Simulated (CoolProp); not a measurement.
The numbers come from the reference Helmholtz-energy equation of state, Thol 2016 in CoolProp.

Give the vapour pressure (MPa), vapour density (kg/m³), enthalpy of vaporisation (kJ/kg), liquid cp (kJ/(kg K)) of saturated hexamethyldisiloxane (MM) at 75.55, 113.15, 131.95 °C.


```
T (°C)  p (MPa)  vapour density (kg/m³)  enthalpy of vaporisation (kJ/kg)  liquid cp (kJ/(kg K))
------  -------  ----------------------  --------------------------------  ---------------------
75.55    0.0461                    2.68                               205                   2.04
113.15    0.144                    7.93                               186                   2.16
131.95    0.232                    12.6                               175                   2.22
```
